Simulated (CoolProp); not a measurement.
The fluid at 310.92 K and 0.57 MPa is compressed adiabatically to 1.94 MPa with isentropic efficiency 0.6. The same conditions are run with several fluids, on thermodynamics alone (safety and materials aside).

The numbers come from the reference Helmholtz-energy equation of state of each fluid (propylene: Lemmon 2013; CF4 (R14): Platzer 1990; carbon dioxide: Span 1996; R407C: Lemmon 2003; R13: Platzer 1990) in CoolProp. The equations of Platzer and Polt are older, rougher fits. Blends and air are pseudo-pure fits.

| fluid | work (kJ/kg) | final temperature (K) | final density (kg/m³) |
|---|---|---|---|
| propylene | 121 | 391.0 | 28.7 |
| CF4 (R14) | 63.6 | 396.8 | (withheld) |
| carbon dioxide | (withheld) | 458.0 | 22.9 |
| R407C | 58.5 | 385.5 | 59.8 |
| R13 | (withheld) | 390.4 | 67.1 |

Question: What belongs in the gaps?

Answer: 
- CF4 (R14), final density (kg/m³): 52.7
- carbon dioxide, work (kJ/kg): 133
- R13, work (kJ/kg): 51.0
